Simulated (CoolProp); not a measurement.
Vapour-liquid equilibrium of carbon dioxide (1) + isobutane (2) at 273.3 K; x and y are mole fractions of (1).

Computed with CoolProp (multi-fluid Helmholtz-energy mixture model, Span 1996 and Bücker 2006; pair parameters Kunz 2012).

Q: Give the bubble pressure and the first vapour's composition at x = 0.425, 0.5, 0.65. Is there an azeotrope?

A: x = 0.425: 1.852 MPa, y = 0.917; x = 0.5: 2.063 MPa, y = 0.928; x = 0.65: 2.440 MPa, y = 0.944. No azeotrope shows between x = 0.05 and 0.95.

The pair parameters rest on a limited set of measurements; away from them the model extrapolates. The gap from Raoult's law changes sign with composition, which may be real or a fault of the pair parameters; it wasn't checked against measurements.
